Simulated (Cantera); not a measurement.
Charge: 1 mol Si, 0.38 mol H2, 2.9 mol Cl2, at 800 °C and 750 Torr.

Method: chemical equilibrium by Gibbs-energy minimisation in Cantera with the NASA 1993 tables (ideal gas, pure condensed phases). Candidate condensed phases: Si; 19 gas species. Equilibrium is a limit: real reactors are often held back by kinetics, nucleation or transport.

Base state: SiCl4 0.438, HCl 0.333, Cl2 0.228, Cl 0.000514 (mole fractions); condensed: gas only.

Question: What changes in the equilibrium state with this change: H2 from 0.38 to 7.9 mol?

Answer: 
```csv
species,before,after
H2,<1e-9,0.710
HCl,0.333,0.188
SiCl4,0.438,0.0973
Cl2,0.228,<1e-9
SiHCl3,<1e-9,0.00449
Cl,0.000514,2.84e-9
SiCl3,5.55e-9,0.000223
SiH2Cl2,<1e-9,2.42e-5
```
The tables' values for SiCl3 are old estimates; treat these amounts as uncertain.

Question: What changes in the equilibrium state with this change: Cl2 from 2.9 to 1.9 mol?

Answer: 
```
species     before    after
----------  ------  -------
SiCl4        0.438    0.634
H2           <1e-9    0.227
SiHCl3       <1e-9    0.108
HCl          0.333   0.0163
Cl2          0.228    <1e-9
SiCl2        <1e-9  0.00228
SiH2Cl2      <1e-9  0.00216
Si(s), mol       0   0.0140
```
The tables' values for SiCl3 are old estimates; treat these amounts as uncertain.
